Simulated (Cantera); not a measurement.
Cantera run, input and output.

```python
import numpy as np
import cantera as ct

gas = ct.Solution("gri30.yaml", transport_model="multicomponent")
show = ['C2H2', 'CO2', 'H2O']

rows = []
print(f"{'T/K':>7s}{'rho':>11s}{'cp':>10s}{'mu':>11s}{'lambda':>11s}{'Pr':>7s}" + "".join(f"{'D_' + s:>11s}" for s in show))
for T in [400, 550, 700, 850, 1000, 1150, 1300, 1450]:
    gas.TPX = T, 280000, {'O2': 0.23}
    Pr = gas.cp_mass * gas.viscosity / gas.thermal_conductivity
    D = [gas.mix_diff_coeffs_mole[gas.species_index(s)] for s in show]
    rows.append([gas.density, gas.cp_mass, gas.viscosity, gas.thermal_conductivity, Pr, *D])
    print(f"{T:7g}{gas.density:11.4e}{gas.cp_mass:10.1f}{gas.viscosity:11.4e}"
          f"{gas.thermal_conductivity:11.4e}{Pr:7.3f}" + "".join(f"{d:11.4e}" for d in D))
print("SI units: kg/m3, J/kg/K, Pa s, W/m/K, m2/s")
```

It prints:

```
    T/K        rho        cp         mu     lambda     Pr     D_C2H2      D_CO2      D_H2O
    400 2.6939e+00     941.4 2.5629e-05 3.3889e-02  0.712 1.0135e-05 9.5523e-06 1.4454e-05
    550 1.9592e+00     987.2 3.2102e-05 4.4601e-02  0.711 1.7763e-05 1.6808e-05 2.6292e-05
    700 1.5394e+00    1031.1 3.7824e-05 5.4934e-02  0.710 2.6929e-05 2.5537e-05 4.0787e-05
    850 1.2677e+00    1064.7 4.3049e-05 6.4608e-02  0.709 3.7490e-05 3.5601e-05 5.7646e-05
   1000 1.0776e+00    1090.2 4.7912e-05 7.3669e-02  0.709 4.9344e-05 4.6900e-05 7.6663e-05
   1150 9.3702e-01    1108.6 5.2496e-05 8.2135e-02  0.709 6.2415e-05 5.9360e-05 9.7683e-05
   1300 8.2890e-01    1124.6 5.6858e-05 9.0286e-02  0.708 7.6642e-05 7.2923e-05 1.2059e-04
   1450 7.4315e-01    1138.7 6.1035e-05 9.8172e-02  0.708 9.1976e-05 8.7540e-05 1.4529e-04
SI units: kg/m3, J/kg/K, Pa s, W/m/K, m2/s
```

Model: GRI-Mech 3.0 (53 species, 325 reactions), integrated in Cantera.
